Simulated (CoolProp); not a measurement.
R22 at 296.82 K and 0.484 MPa flows at 15 m/s in a round tube of 2 mm bore and 0.25 µm roughness, fully developed (64/Re and Nu = 3.66 if laminar; Colebrook and Gnielinski if turbulent). Each further row changes one setting.

Computed with CoolProp (reference Helmholtz-energy equation of state, Kamei 1995).

| case | Reynolds number | Darcy friction factor | pressure drop (Pa/m) | heat-transfer coefficient (W/(m² K)) | mass flow (kg/h) |
|---|---|---|---|---|---|
| as stated | 40000 | 0.0224 | 23100 | 578 | 3.11 |
| velocity 30 m/s | 80000 | 0.0194 | 80200 | 1010 | 6.22 |
| diameter 4 mm | 80000 | 0.0191 | 9870 | 499 | 12.4 |

Viscosity comes from a separate model (Bell 2016), an estimate that may be off by 10 % or more. Thermal conductivity comes from a separate model (McLinden 2000), an estimate that may be off by 10 % or more.
